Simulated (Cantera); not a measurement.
An isothermal, constant-pressure homogeneous reactor starts with 87.0 % NH3, 13.0 % N2, at 1550 K and 1.01 bar.

Cantera simulation using the gas-phase N/H chemistry of the illustrative SiF4/NH3 mechanism in the Surface Chemkin manual (1991); the numbers are that mechanism's predictions, not measurements. Walls and surfaces, which speed up NH3 decomposition in real reactors, are not modelled.

x: mole fraction; the columns are a selection and need not sum to one.

| t (s) | x NH3 | x NH | x N2 | x H | x H2 | x N2H4 | x NH2 |
|---|---|---|---|---|---|---|---|
| 0.000800 | 0.870 | 2.00e-8 | 0.130 | 3.19e-9 | 1.46e-5 | 3.42e-8 | 2.49e-5 |
| 0.00169 | 0.869 | 6.03e-8 | 0.130 | 5.57e-9 | 4.22e-5 | 1.19e-7 | 4.64e-5 |
| 0.00357 | 0.869 | 1.01e-7 | 0.130 | ___ | ___ | 2.22e-7 | 6.33e-5 |
| 0.00755 | 0.869 | 1.08e-7 | 0.131 | 1.96e-8 | 0.000388 | 2.40e-7 | 6.58e-5 |
| 0.0159 | 0.868 | 1.09e-7 | 0.131 | ___ | ___ | 2.39e-7 | 6.57e-5 |
| 0.0337 | 0.867 | 1.11e-7 | 0.131 | 7.38e-8 | 0.00204 | 2.38e-7 | 6.55e-5 |
| 0.0712 | 0.864 | 1.15e-7 | 0.132 | 1.51e-7 | 0.00439 | 2.35e-7 | 6.52e-5 |
| 0.150 | 0.858 | 1.21e-7 | 0.133 | 3.11e-7 | 0.00930 | 2.30e-7 | 6.45e-5 |
| 0.318 | 0.845 | 1.30e-7 | 0.135 | 6.41e-7 | 0.0194 | 2.22e-7 | 6.33e-5 |
| 0.672 | 0.820 | 1.38e-7 | 0.140 | 1.30e-6 | 0.0399 | 2.07e-7 | 6.12e-5 |
| 1.42 | 0.771 | 1.41e-7 | 0.150 | 2.58e-6 | 0.0791 | 1.84e-7 | 5.77e-5 |
| 3.00 | 0.686 | 1.35e-7 | 0.167 | 4.86e-6 | 0.147 | 1.49e-7 | 5.18e-5 |

Problem. What belongs in the gaps?

Solution. 
- 0.00357, x H: 1.09e-8
- 0.00357, x H2: 0.000140
- 0.0159, x H: 3.71e-8
- 0.0159, x H2: 0.000918
